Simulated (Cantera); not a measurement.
What does this Cantera script print?

```python
import numpy as np
import cantera as ct

gas_names = """
    C CH CH2 CH3 CH2OH CH3O CH4 CH3OH CO CO2 COOH C2 C2H CHCO,ketyl C2H2,acetylene C2H2,vinylidene
    CH2CO,ketene C2H3,vinyl CH3CO,acetyl C2H4 C2H4O,ethylen CH3CHO,ethanal CH3COOH (HCOOH)2 C2H5 C2H6
    CH3OCH3 C2H5OH C2O C3 C3H3,propargyl C3H4,allene C3H4,propyne C3H4,cyclo- C3H5,allyl C3H6,propylene
    C3H6,cyclo- C3H6O C3H7,n-propyl C3H7,i-propyl C3H8 C3H8O,1propanol C3H8O,2propanol C3O2 C4 C4H2
    C4H4,1,3-cyclo- C4H6,butadiene C4H6,2-butyne C4H6,cyclo- C4H8,1-butene C4H8,cis2-buten
    C4H8,tr2-butene C4H8,isobutene C4H8,cyclo- (CH3COOH)2 C4H9,n-butyl C4H9,i-butyl C4H9,s-butyl
    C4H9,t-butyl C4H10,isobutane C4H10,n-butane C5 C5H6,1,3cyclo- C5H8,cyclo- C5H10,1-pentene
    C5H10,cyclo- C5H11,pentyl C5H11,t-pentyl C5H12,n-pentane C5H12,i-pentane CH3C(CH3)2CH3 C6H2
    C6H5,phenyl C6H5O,phenoxy C6H6 C6H5OH,phenol C6H10,cyclo- C6H12,1-hexene C6H12,cyclo- C6H13,n-hexyl
    C7H7,benzyl C7H8 C7H8O,cresol C7H14,1-heptene C7H15,n-heptyl C7H16,n-heptane C8H8,styrene
    C8H10,ethylbenz C8H16,1-octene C8H17,n-octyl C8H18,isooctane C8H18,n-octane C9H19,n-nonyl
    C10H8,naphthale C10H21,n-decyl C12H9,o-bipheny C12H10,bipheny H HCO HO2 H2 HCHO,formaldehy HCOOH H2O
    H2O2 O OH O2 O3
""".split()
cond_names = """
    C(gr) C6H6(L) C7H8(L) C8H18(L),n-octa H2O(s) H2O(L)
""".split()


def load(file, names, dense=False):
    # The tables refer to 1 bar. Condensed volumes are neglected.
    table = {s.name: s for s in ct.Species.list_from_file(file)}
    out = []
    for n in names:
        d = dict(table[n].input_data)
        d["thermo"] = dict(d["thermo"], **{"reference-pressure": 1e5})
        if dense:
            d["equation-of-state"] = {"model": "constant-volume", "density": "1e6 g/cm^3"}
        out.append(ct.Species.from_dict(d))
    return out


gas = ct.Solution(thermo="ideal-gas", species=load("nasa_gas.yaml", gas_names))
cond = {s.name: ct.Solution(thermo="fixed-stoichiometry", species=[s], name=s.name)
        for s in load("nasa_condensed.yaml", cond_names, dense=True)}
atoms = {
    'CO': {'C': 1, 'O': 1},
    'H2O': {'H': 2, 'O': 1},
}
top_T = {'C(gr)': 4500}  # K; cautious upper limits of use, not melting points


def equilibrate(T, P, feed):
    n = {}
    for name, mol in feed.items():
        for a, k in atoms[name].items():
            n[a] = n.get(a, 0.0) + k * mol
    gas.TPX = T, P, n
    mass = sum(n.values()) * gas.mean_molecular_weight
    gas.equilibrate("TP")
    valid = [c for c in cond.values() if c.min_temp <= T <= top_T.get(c.name, c.max_temp)]
    mix = ct.Mixture([(gas, mass / gas.mean_molecular_weight)] + [(c, 0.0) for c in valid])
    mix.T, mix.P = T, P
    mix.equilibrate("TP", solver="vcs", rtol=1e-11, max_steps=5000)
    return mix


results = []
T = 1273  # K
P = 1333.22  # Pa
for m in [0.043, 0.063, 0.093, 0.14, 0.2, 0.3, 0.45, 0.66, 0.97, 1.4]:
    feed = {'CO': 1, 'H2O': m}  # mol
    mix = equilibrate(T, P, feed)
    results.append((T, P, feed, dict(zip(mix.species_names, mix.species_moles))))

top = {s: max(r[3][s] / sum(r[3][g] for g in gas_names) for r in results) for s in gas_names}
cols = sorted((s for s in top if top[s] > 1e-05), key=lambda s: -top[s])[:6]
seen = [c for c in cond_names if any(r[3].get(c, 0) > 1e-12 for r in results)]
print("log10 of partial pressures in bar; condensed amounts in mol")
print(f"{'n(H2O)':>10s}" + "".join(f"{s[:9]:>10s}" for s in cols + seen))
for T, P, feed, n in results:
    ng = sum(n[g] for g in gas_names)
    print(f"{feed['H2O']:10.4g}" + "".join(f"{np.log10(max(n[s] / ng * P / 1e5, 1e-99)):10.3f}" for s in cols)
          + "".join(f"{n.get(c, 0):10.4g}" for c in seen))
```

Output:

```
log10 of partial pressures in bar; condensed amounts in mol
    n(H2O)        CO       H2O       CO2        H2
     0.043    -1.911    -4.448    -3.289    -3.289
     0.063    -1.927    -4.142    -3.144    -3.144
     0.093    -1.950    -3.840    -3.004    -3.004
      0.14    -1.985    -3.537    -2.871    -2.871
       0.2    -2.027    -3.289    -2.767    -2.767
       0.3    -2.091    -3.029    -2.669    -2.669
      0.45    -2.177    -2.796    -2.596    -2.596
      0.66    -2.282    -2.603    -2.552    -2.552
      0.97    -2.414    -2.438    -2.535    -2.535
       1.4    -2.567    -2.307    -2.546    -2.546
```

Equilibrium computed with Cantera from the NASA thermochemical tables; the gas is ideal and each condensed phase is pure.
